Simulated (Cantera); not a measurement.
A Cantera script and its output.

```python
import numpy as np
import cantera as ct

gas = ct.Solution("gri30.yaml")
gas.TPX = 1373, 2666, {'H2': 0.12, 'O2': 1}
reactor = ct.IdealGasConstPressureReactor(gas, energy="off", clone=False)
net = ct.ReactorNet([reactor])
net.rtol, net.atol = 1e-08, 1e-18
show = ['H2', 'O2', 'OH', 'HO2', 'H2O', 'H2O2', 'O']
times = np.geomspace(3e-06, 30, 11)

steps = ct.SolutionArray(gas, extra=["t"])
rows = []
print(f"{'t/s':>10s}{'T/K':>9s}{'P/Pa':>11s}" + "".join(f"{s:>11s}" for s in show))
for t in times:
    while net.time < t:
        t_next = net.step()
        steps.append(gas.state, t=t_next)
    rows.append([np.interp(t, steps.t, y) for y in (steps.T, steps.P, *steps(*show).X.T)])
    print(f"{t:10.3e}{rows[-1][0]:9.1f}{rows[-1][1]:11.4g}" + "".join(f"{x:11.3e}" for x in rows[-1][2:]))
rate = np.gradient(steps.T, steps.t)
print("integrator steps:", len(steps.t))
if steps.T.max() > steps.T[0] + 200:
    print(f"time of steepest temperature rise: {steps.t[rate.argmax()]:.4e} s")
gas.TPX = 1373, 2666, {'H2': 0.12, 'O2': 1}
gas.equilibrate("TP")
print(f"equilibrium (TP): T = {gas.T:.1f} K  " + "  ".join(f"{s} {gas[s].X[0]:.3e}" for s in show))
```

Output:

```
       t/s      T/K       P/Pa         H2         O2         OH        HO2        H2O       H2O2          O
 3.000e-06   1373.0       2666  1.071e-01  8.929e-01  1.017e-09  9.166e-09  8.841e-11  9.071e-13  1.043e-09
 1.504e-05   1373.0       2666  1.071e-01  8.929e-01  1.772e-08  4.595e-08  8.251e-09  2.264e-11  1.979e-08
 7.536e-05   1373.0       2666  1.071e-01  8.929e-01  4.697e-07  2.311e-07  8.510e-07  5.537e-10  5.933e-07
 3.777e-04   1373.0       2666  5.741e-02  8.584e-01  1.223e-02  6.168e-06  3.609e-02  3.187e-07  2.080e-02
 1.893e-03   1373.0       2666  2.974e-03  8.237e-01  9.873e-03  7.590e-06  9.153e-02  2.440e-07  5.438e-02
 9.487e-03   1373.0       2666  1.458e-03  8.581e-01  7.037e-03  6.592e-06  1.034e-01  2.252e-07  2.464e-02
 4.755e-02   1373.0       2666  1.582e-04  8.832e-01  2.348e-03  2.255e-06  1.115e-01  9.748e-08  2.560e-03
 2.383e-01   1373.0       2666  9.353e-06  8.864e-01  5.745e-04  2.622e-07  1.129e-01  2.053e-08  1.510e-04
 1.194e+00   1373.0       2666  8.984e-07  8.867e-01  1.788e-04  7.254e-08  1.131e-01  4.079e-09  1.459e-05
 5.986e+00   1373.0       2666  2.342e-07  8.867e-01  9.143e-05  8.938e-08  1.132e-01  1.677e-09  3.817e-06
 3.000e+01   1373.0       2666  2.195e-07  8.867e-01  8.851e-05  9.135e-08  1.132e-01  1.621e-09  3.577e-06
integrator steps: 1806
equilibrium (TP): T = 1373.0 K  H2 2.195e-07  O2 8.867e-01  OH 8.851e-05  HO2 9.135e-08  H2O 1.132e-01  H2O2 1.621e-09  O 3.577e-06
```

Computed with Cantera and GRI-Mech 3.0 (53 species, 325 reactions). Radical loss at walls, strong at low pressure, is not modelled. The temperature is held fixed by assumption; the heat of reaction is taken as removed at once.
